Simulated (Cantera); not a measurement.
**Transport properties of process gases**

Gas mixture: 100 % O2, at 170000 Pa, frozen composition.

Cantera's kinetic-theory transport with the Lennard-Jones parameters of GRI-Mech 3.0, ideal gas; thermal conductivity in the multicomponent form.

```tsv
T (K)	ρ (kg/m³)	cp (J/kg/K)	μ (µPa s)	λ (mW/m/K)	Pr	D (cm²/s) N2	D (cm²/s) CH4	D (cm²/s) CO2
400	1.64	941.4	25.6	33.9	0.712	0.206	0.225	0.157
500	1.31	971.4	30.0	41.1	0.711	0.302	0.331	0.234
600	1.09	1003	34.1	48.1	0.710	0.412	0.453	0.322
700	0.935	1031	37.8	54.9	0.710	0.534	0.589	0.421
800	0.818	1055	41.4	61.5	0.710	0.669	0.738	0.529
900	0.727	1074	44.7	67.7	0.709	0.814	0.900	0.646
1000	0.654	1090	47.9	73.7	0.709	0.971	1.07	0.772
1100	0.595	1103	51.0	79.4	0.709	1.14	1.26	0.907
```
D: mixture-averaged diffusion coefficient of that species in the mixture.
